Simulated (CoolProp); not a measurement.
Vapour-liquid equilibrium of propane (1) + n-pentane (2) at -49.25 °C; x and y are mole fractions of (1).

Model: multi-fluid Helmholtz-energy mixture model, Lemmon 2009 and Thol 2019; pair parameters Kunz 2012, in CoolProp.

```
x      bubble pressure (bar)  y at the bubble point  dew pressure at overall composition x (bar)  liquid density (mol/L)
-----  ---------------------  ---------------------  -------------------------------------------  ----------------------
0.05                 0.06696                  0.795                                      0.01508                   9.675
0.125                 0.1370                      ?                                      0.01636                   9.846
0.2                   0.1991                      ?                                      0.01787                   10.05
0.275                 0.2557                      ?                                      0.01969                       ?
0.35                  0.3084                  0.967                                      0.02192                   10.52
0.425                 0.3585                  0.974                                            ?                   10.80
0.5                   0.4070                  0.980                                      0.02835                   11.10
0.575                 0.4544                  0.984                                      0.03322                       ?
0.65                  0.5014                  0.987                                      0.04010                   11.76
0.725                 0.5484                  0.991                                      0.05058                   12.11
0.8                   0.5959                  0.993                                      0.06845                   12.46
0.875                 0.6447                  0.996                                       0.1057                   12.81
0.95                  0.6956                  0.998                                       0.2291                   13.15
```

Question: What belongs in the gaps?

Answer: 
- 0.125, y at the bubble point: 0.907
- 0.2, y at the bubble point: 0.940
- 0.275, y at the bubble point: 0.957
- 0.275, liquid density (mol/L): 10.27
- 0.425, dew pressure at overall composition x (bar): 0.02472
- 0.575, liquid density (mol/L): 11.42

No azeotrope shows between x = 0.05 and 0.95.

The pair parameters rest on a limited set of measurements; away from them the model extrapolates.
